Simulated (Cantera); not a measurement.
A perfectly stirred reactor is fed with CH4 : C2H6 : C3H8 : O2 : N2 = 1 : 0.78 : 0.21 : 11.3 : 42.6 (molar parts), equivalence ratio 0.51, at 4.93 atm; it is adiabatic with a 548 K inlet, and is followed from long to short residence time, starting on the burning branch (τ in s: 0.3, 0.11, 0.042, 0.016, 0.0058, 0.0022, 0.0008, 0.0003, 0.00011, 4.1e-05, 1.5e-05, 5.7e-06).

Cantera simulation using GRI-Mech 3.0 (53 species, 325 reactions); the numbers are that mechanism's predictions, not measurements.

### Question
What does this change do: inlet temperature 548 to 350 K?

### Answer
| quantity | before | after |
|---|---|---|
| blow-out, bracketed by the residence times tried | burning at 0.300 ms, out at 0.110 ms | burning at 2.20 ms, out at 0.800 ms |
| x(CH4) at τ = 0.300 s | 1.20e-6 | 2.70e-6 |
| x(C2H6) at τ = 0.300 s | 1.91e-7 | 4.88e-7 |
| x(C3H8) at τ = 0.300 s | 4.78e-8 | 1.39e-7 |
| x(H2O) at τ = 0.300 s | 0.0915 | 0.0916 |
| x(OH) at τ = 0.300 s | 0.000284 | 0.000143 |
| x(CH4) at τ = 0.800 ms | 7.52e-5 | 0.0179 |
| x(C2H6) at τ = 0.800 ms | 1.50e-5 | 0.0140 |
| x(C3H8) at τ = 0.800 ms | 4.24e-6 | 0.00376 |
| x(H2O) at τ = 0.800 ms | 0.0901 | <1e-12 |
| x(OH) at τ = 0.800 ms | 0.00120 | <1e-12 |

### Question
What does this change do: 4 parts H2O added?

### Answer
| quantity | before | after |
|---|---|---|
| blow-out, bracketed by the residence times tried | burning at 0.300 ms, out at 0.110 ms | burning at 0.800 ms, out at 0.300 ms |
| x(CH4) at τ = 0.300 s | 1.20e-6 | 1.80e-6 |
| x(C2H6) at τ = 0.300 s | 1.91e-7 | 2.77e-7 |
| x(C3H8) at τ = 0.300 s | 4.78e-8 | 7.49e-8 |
| x(H2O) at τ = 0.300 s | 0.0915 | 0.152 |
| x(OH) at τ = 0.300 s | 0.000284 | 0.000216 |
| x(CH4) at τ = 0.800 ms | 7.52e-5 | 0.000142 |
| x(C2H6) at τ = 0.800 ms | 1.50e-5 | 2.78e-5 |
| x(C3H8) at τ = 0.800 ms | 4.24e-6 | 8.01e-6 |
| x(H2O) at τ = 0.800 ms | 0.0901 | 0.150 |
| x(OH) at τ = 0.800 ms | 0.00120 | 0.000740 |

### Question
What does this change do: N2 42.6 to 61 parts?

### Answer
| quantity | before | after |
|---|---|---|
| blow-out, bracketed by the residence times tried | burning at 0.300 ms, out at 0.110 ms | burning at 5.80 ms, out at 2.20 ms |
| x(CH4) at τ = 0.300 s | 1.20e-6 | 3.99e-6 |
| x(C2H6) at τ = 0.300 s | 1.91e-7 | 7.55e-7 |
| x(C3H8) at τ = 0.300 s | 4.78e-8 | 2.25e-7 |
| x(H2O) at τ = 0.300 s | 0.0915 | 0.0691 |
| x(OH) at τ = 0.300 s | 0.000284 | 7.79e-5 |
| x(CH4) at τ = 0.800 ms | 7.52e-5 | 0.0135 |
| x(C2H6) at τ = 0.800 ms | 1.50e-5 | 0.0105 |
| x(C3H8) at τ = 0.800 ms | 4.24e-6 | 0.00283 |
| x(H2O) at τ = 0.800 ms | 0.0901 | <1e-12 |
| x(OH) at τ = 0.800 ms | 0.00120 | <1e-12 |
